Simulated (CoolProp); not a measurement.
Vapour pressure (kPa) of cyclopentane: the reference equation beside estimates from Tc = 511.7 K, pc = 4583 kPa, ω = 0.202.

Model: reference Helmholtz-energy equation of state, Gedanitz 2015, in CoolProp.

| T (K) | reference | Lee-Kesler | van der Waals | Soave-Redlich-Kwong |
|---|---|---|---|---|
| 358.5 | 290.1 | 290.1 | 922.5 | 290.0 |
| 362.1 | 318.0 | 318.5 | 970.5 | 318.4 |
| 365.7 | 348.0 | 348.9 | 1020 | 348.8 |
| 369.3 | 380.0 | 381.4 | 1071 | 381.4 |
| 372.8 | 413.2 | 415.2 | 1123 | 415.2 |
| 376.4 | 449.7 | 452.2 | 1177 | 452.4 |
| 380 | 488.4 | 491.6 | 1233 | 492.0 |
| 383.6 | 529.6 | 533.5 | 1291 | 534.1 |
| 387.2 | 573.4 | 578.0 | 1351 | ___ |
| 390.7 | 618.5 | 623.8 | 1411 | ___ |
| 394.3 | 667.5 | 673.7 | 1474 | 675.5 |
| 397.9 | 719.4 | ___ | 1538 | 728.8 |
| 401.5 | 774.2 | 782.1 | 1605 | 785.1 |
| 405 | 830.4 | 839.2 | 1671 | 843.0 |
| 408.6 | ___ | 901.1 | ___ | 905.7 |

Question: Complete the blanks.

Answer: 
- 387.2, Soave-Redlich-Kwong: 578.9
- 390.7, Soave-Redlich-Kwong: 625.1
- 397.9, Lee-Kesler: 726.4
- 408.6, reference: 891.4
- 408.6, van der Waals: 1741

Absolute difference from the reference over all 15 rows, mean and median: Lee-Kesler 0.7 and 0.7 %, van der Waals 148.7 and 143.8 %, Soave-Redlich-Kwong 0.8 and 0.8 %.
